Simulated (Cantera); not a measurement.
An adiabatic, constant-volume homogeneous reactor starts with 9.21 % CH4, 0.498 % C2H6, 9.58 % O2, 80.7 % N2, at 1298 K and 1.00 bar.

Cantera simulation using GRI-Mech 3.0 (53 species, 325 reactions); the numbers are that mechanism's predictions, not measurements.

One state of this run: T (K) = 2146; P (bar) = 1.83; x CH4 = 8.91e-11; x C2H6 = <1e-12; x O2 = 1.50e-7; x CH3 = 1.59e-11; x C2H = <1e-12; x H2O2 = 1.08e-10. x: mole fraction; the columns are a selection and need not sum to one.

Problem. Which value of t (s) does it belong to?
(A) 0.0270
(B) 0.00365
(C) 0.200
(D) 0.00993

Solution. C, 0.200
